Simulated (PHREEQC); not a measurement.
NH3 is added in steps, without added water, to 1 kg of water holding 0.046 mol/kgw HF and 0.014 mol/kgw NH4F, at 10 °C. O2 is buffered at 0.21 atm. No CO2 enters from the air. Nothing may precipitate in this run.

Base run: PHREEQC, ion-association model, wateq4f.dat. Each further column changes one thing. The table gives H2F2 (mol/kgw).

| NH3 added (mol) | base | all activity coefficients set to 1 | Debye-Hückel limiting law | Davies equation for every ion | metal-ligand complexes left out |
|---|---|---|---|---|---|
| 0 | 0.00469 | 0.00476 | 0.00465 | 0.00468 | 0.00469 |
| 0.01005 | 0.00309 | (withheld) | (withheld) | 0.00308 | 0.00309 |
| 0.0201 | 0.00171 | 0.00172 | (withheld) | 0.00170 | 0.00171 |
| 0.03015 | 0.000679 | 0.000683 | (withheld) | 0.000678 | 0.000679 |
| 0.03685 | 0.000236 | 0.000237 | (withheld) | 0.000235 | 0.000236 |
| 0.0469 | 1.37e-12 | 2.16e-12 | 1.23e-12 | 1.41e-12 | 1.37e-12 |
| 0.05695 | 0 | 1.46e-14 | 0 | 0 | 0 |
| 0.067 | 0 | 0 | 0 | 0 | 0 |

### Question
Fill in the missing entries.

### Answer

- 0.01005, all activity coefficients set to 1: 0.00312
- 0.01005, Debye-Hückel limiting law: 0.00306
- 0.0201, Debye-Hückel limiting law: 0.00169
- 0.03015, Debye-Hückel limiting law: 0.000670
- 0.03685, Debye-Hückel limiting law: 0.000232

wateq4f.dat counts part of the HF as a dimer, H2F2, which phreeqc.dat doesn't know; its constant is uncertain. At this temperature some constants are extrapolated from 25 °C, and those without enthalpy data are left unchanged.
